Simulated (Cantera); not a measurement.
A perfectly stirred reactor is fed with H2 : O2 = 0.26 : 1 (molar parts), equivalence ratio 0.13, at 0.0267 bar; it is held at 950 K, and followed from long to short residence time.

Model: GRI-Mech 3.0 (53 species, 325 reactions), integrated in Cantera. Radical loss at walls, strong at low pressure, is not modelled. The temperature is held fixed by assumption; the heat of reaction is taken as removed at once.

Task: Predict: x(H2) at τ = 1.80 s; x(O2) at τ = 1.80 s; x(HO2) at τ = 1.80 s; x(OH) at τ = 1.80 s; x(H2O) at τ = 1.80 s; x(H2) at τ = 46.0 ms; x(O2) at τ = 46.0 ms; x(HO2) at τ = 46.0 ms; x(OH) at τ = 46.0 ms; x(H2O) at τ = 46.0 ms.

Result: 
| Item | Result |
|---|---|
| x(H2) at τ = 1.80 s | 0.00130 |
| x(O2) at τ = 1.80 s | 0.770 |
| x(HO2) at τ = 1.80 s | 1.32e-5 |
| x(OH) at τ = 1.80 s | 0.000245 |
| x(H2O) at τ = 1.80 s | 0.228 |
| x(H2) at τ = 46.0 ms | 0.00993 |
| x(O2) at τ = 46.0 ms | 0.768 |
| x(HO2) at τ = 46.0 ms | 3.25e-5 |
| x(OH) at τ = 46.0 ms | 0.00115 |
| x(H2O) at τ = 46.0 ms | 0.217 |
